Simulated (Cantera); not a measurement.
## Sublimation and decomposition of ceramics: BN + N₂

Feed: 1 mol BN, 0.055 mol N₂, equilibrated at 2373 K and 1.00 bar.

Cantera equilibrium calculation (NASA polynomials, part measured and part estimated; ideal gas, pure solids and liquids). Candidate condensed phases: B, BN; 5 gas species. Kinetics and transport are ignored.

* **x(N₂)**: 1.000
* **x(B)**: 2.78e-6
* **x(BN)**: 1.33e-6
* **n(BN(s))**: 1.00 mol
* **gas amount**: 0.05500 mol
* **log10 activity of B(l) (absent)**: -0.94
